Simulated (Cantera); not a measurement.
Charge: 1 mol SiH4, 0.069 mol C2H4, 17 mol H2, at 850 °C and 0.100 bar.

Cantera equilibrium calculation (NASA polynomials, part measured and part estimated; ideal gas, pure solids and liquids). Candidate condensed phases: C, C6H6, C7H8, C8H18, Si, SiC; 87 gas species. Mutual solubility and eutectic melting of coexisting phases are not modelled. Equilibrium is a limit: real reactors are often held back by kinetics, nucleation or transport.

Base state: H2 1.000 (mole fractions); condensed: Si(s) + SiC(s).

Task: What changes in the equilibrium state with this change: temperature from 850 °C to 1952 °C?

Result: 
| species | before | after |
|---|---|---|
| H2 | 1.000 | 0.974 |
| H | 1.35e-7 | 0.0202 |
| Si | <1e-9 | 0.00469 |
| SiH | <1e-9 | 0.000617 |
| Si2C | <1e-9 | 0.000299 |
| SiH2 | 2.26e-9 | 0.000326 |
| Si2 | <1e-9 | 7.88e-5 |
| C2H2 (acetylene) | <1e-9 | 3.82e-5 |
| Si(s), mol | 0.862 | 0 |
| SiC(s), mol | 0.138 | 0.130 |
| Si(l), mol | 0 | 0.745 |
Gases not in the tables: Si2H6 and higher silanes.
